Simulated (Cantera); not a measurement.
Feed: 1 mol Cu2O, 140 mol H2, 4.5 mol H2O, held at 380000 Pa.

These are equilibrium values from Cantera (NASA tables, ideal gas, pure condensed phases), not measurements of a reactor. Candidate condensed phases: Cu, CuO, Cu(OH)2, Cu2O, H2O; 12 gas species. Equilibrium is a limit: real reactors are often held back by kinetics, nucleation or transport. All values below are at 677 °C.

Base state: H2 0.962, H2O 0.0381 (mole fractions); condensed: Cu(s).

Task: What changes in the equilibrium state with this change: Cu2O replaced by Al2O3?

Result: 
```
species        before   after
-------------  ------  ------
H2              0.962   0.969
H2O            0.0381  0.0311
Cu(s), mol       2.00       0
Al2O3(s), mol       0    1.00
```
Further candidate phases: Al, Al2O3.
